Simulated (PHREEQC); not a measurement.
Dissolve 1.8 mol/kgw MgBr2 and 0.084 mol/kgw NaHCO3 at 25 °C. Closed to the air; pH follows from the charge balance.

Model: Pitzer model, pitzer.dat, run in PHREEQC.

Precipitation was switched off in this run.

**Question.** Order these C species by the share of C that they hold, largest first: MgCO3, CO3-2, CO2, HCO3-.

**Answer.** HCO3- (66 %), CO2 (17 %), MgCO3 (13 %), CO3-2 (4.6 %)

The pH is 6.29 and the ionic strength 5.46 mol/kgw. Saturation is exceeded, for instance for Magnesite (slow to form); the values hold only as long as no solid forms. In brines, pH and single-ion activities rest on the MacInnes convention.
